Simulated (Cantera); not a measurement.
A Cantera script and what it prints.

```python
import numpy as np
import cantera as ct

gas_names = """
    H HNO HNO2 HNO3 HO2 H2 H2O H2O2 N NH NH2 NH3 NH2OH NO NO2 NO3 N2 N2H2 N2H4 N2O O OH O2 O3 Si SiH
    SiH2 SiH3 SiH4 SiN SiO SiO2 Si2 Si2N Si3
""".split()
cond_names = """
    H2O(s) H2O(L) Si(cr) Si(L) SiO2(Lqz) SiO2(hqz) SiO2(L) Si2N2O(s) Si3N4(a)
""".split()


# ... load() reads the species with a 1 bar reference pressure and builds the phases ...
atoms = {
    'Si3N4': {'Si': 3, 'N': 4},
    'N2O': {'N': 2, 'O': 1},
    'H2': {'H': 2},
}
top_T = {'Si2N2O(s)': 2100, 'Si3N4(a)': 2400}  # K; cautious upper limits of use, not melting points


# ... equilibrate(T, P, feed) seeds the gas with the atoms and calls Mixture.equilibrate('TP', solver="vcs", rtol=1e-11, max_steps=5000) ...
results = []
feed = {'Si3N4': 1, 'N2O': 0.057, 'H2': 24}  # mol
T = 1625  # K
P = 1400  # Pa
mix = equilibrate(T, P, feed)
results.append((T, P, feed, dict(zip(mix.species_names, mix.species_moles))))
x = sorted(zip(gas.X, gas.species_names), reverse=True)
print(f"T = {T:g} K  P = {P:g} Pa  gas = {mix.phase_moles(0):.4g} mol")
print("   x: " + "  ".join(f"{s} {v:.3e}" for v, s in x if v > 0.0001))
print("   condensed (mol): " + ("  ".join(f"{mix.phase(i).name} {mix.phase_moles(i):.4g}"
      for i in range(1, mix.n_phases) if mix.phase_moles(i) > 1e-12) or "none"))
```

Output:

```
T = 1625 K  P = 1400 Pa  gas = 24.84 mol
   x: H2 9.657e-01  N2 3.265e-02  SiO 1.015e-03  H 5.860e-04
   condensed (mol): Si(cr) 1.09  Si2N2O(s) 0.03177  Si3N4(a) 0.607
```

These are equilibrium values from Cantera (NASA tables, ideal gas, pure condensed phases), not measurements of a reactor. Mutual solubility and eutectic melting of coexisting phases are not modelled.
